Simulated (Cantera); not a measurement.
Charge: 1 mol Pb, 0.41 mol H2, equilibrated at 9.00 Torr.

Cantera equilibrium calculation (NASA polynomials, part measured and part estimated; ideal gas, pure solids and liquids). Candidate condensed phases: Pb; 4 gas species. Equilibrium is a limit: real reactors are often held back by kinetics, nucleation or transport.

Q: Which condensed phases are stable at each of these points (T (K)): 750, 850, 950, 1050, 1150, 1250, 1350, 1450?

A: 
```json
[
 {"T (K)": "750", "condensed phases": "Pb(l)", "Pb condensed (%)": "100.0"},
 {"T (K)": "850", "condensed phases": "Pb(l)", "Pb condensed (%)": "100.0"},
 {"T (K)": "950", "condensed phases": "Pb(l)", "Pb condensed (%)": "100.0"},
 {"T (K)": "1050", "condensed phases": "Pb(l)", "Pb condensed (%)": "99.8"},
 {"T (K)": "1150", "condensed phases": "Pb(l)", "Pb condensed (%)": "99.0"},
 {"T (K)": "1250", "condensed phases": "Pb(l)", "Pb condensed (%)": "94.9"},
 {"T (K)": "1350", "condensed phases": "Pb(l)", "Pb condensed (%)": "71.8"},
 {"T (K)": "1450", "condensed phases": "gas only", "Pb condensed (%)": "0.0"}
]
```

From 750 K to 1350 K the condensed part is Pb(l). At 1450 K nothing is condensed.
